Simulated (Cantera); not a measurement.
An adiabatic, constant-volume homogeneous reactor starts with CO : H2 : O2 : N2 = 1 : 0.49 : 1.26 : 4.75 (molar parts), equivalence ratio 0.59, at 1475 K and 1700000 Pa.

Computed with Cantera and GRI-Mech 3.0 (53 species, 325 reactions). The hydrogen kinetics of GRI-Mech 3.0 are dated; newer H2 mechanisms differ, most at raised pressure. The pressure lies above the range GRI-Mech 3.0 was tuned for (to about 10 atm).

Problem. Predict: time of steepest temperature rise; temperature at 3.00 s; equilibrium temperature; x(CO) at 3.00 s; x(H2) at 3.00 s; x(O2) at 3.00 s; x(HO2) at 3.00 s; x(NO2) at 3.00 s.

Solution. 
| Item | Result |
|---|---|
| time of steepest temperature rise | 1.82 µs |
| temperature at 3.00 s | 2915 K |
| equilibrium temperature | 2915 K |
| x(CO) at 3.00 s | 0.0207 (gas-phase equilibrium 0.0207) |
| x(H2) at 3.00 s | 0.00146 (gas-phase equilibrium 0.00146) |
| x(O2) at 3.00 s | 0.0698 (gas-phase equilibrium 0.0698) |
| x(HO2) at 3.00 s | 2.97e-5 (gas-phase equilibrium 2.97e-5) |
| x(NO2) at 3.00 s | 4.53e-5 (gas-phase equilibrium 4.53e-5) |
